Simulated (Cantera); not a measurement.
A freely propagating, adiabatic, planar premixed flame of H2 : O2 : N2 = 1 : 0.357 : 1.34 (molar parts), equivalence ratio 1.4, unburnt at 673 K and 1.00 bar; mixture-averaged transport, grid criteria slope 0.08 and curve 0.16, no radiation.

Cantera simulation using the H2/O2 subset of GRI-Mech 3.0, which has no nitrogen chemistry; the numbers are that mechanism's predictions, not measurements. Burning velocities carry a grid error of a few per cent, more on coarse grids.

Question: What does this change do: H2 1 to 1.3 parts?

Answer: 
| quantity | before | after |
|---|---|---|
| laminar burning velocity | 1070 cm/s | 1110 cm/s |
| thermal thickness | 0.479 mm | 0.472 mm |
| peak x(H2O2) | 5.99e-6 | 4.73e-6 |
| peak x(HO2) | 0.000227 | 0.000211 |
| peak x(O) | 0.00954 | 0.00584 |
